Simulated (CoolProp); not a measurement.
A single-stage vapour-compression cycle with cyclopentane: evaporating at 301.15 K (dew point), condensing at 371.15 K (bubble point), superheat 10 K, subcooling 5 K, compressor efficiency 0.8, no pressure losses. Each further row changes one setting.

The numbers come from the reference Helmholtz-energy equation of state, Gedanitz 2015 in CoolProp.

| case | cooling COP | pressure ratio | discharge temperature (K) | refrigerating effect (kJ/kg) | volumetric capacity (kJ/m³) |
|---|---|---|---|---|---|
| as stated | 2.78 | 8.35 | 389.1 | 287 | 377 |
| evaporating temperature 306.15 K | 3.10 | 6.91 | 387.4 | 293 | 459 |
| condensing temperature 366.15 K | 3.07 | 7.39 | 384.6 | 298 | 391 |
| subcooling 10 K | 2.89 | 8.35 | 389.1 | 298 | 391 |
| superheat 20 K | 2.81 | 8.35 | 398.5 | 300 | 381 |
| compressor efficiency 0.7 | 2.43 | 8.35 | 397.6 | 287 | 377 |
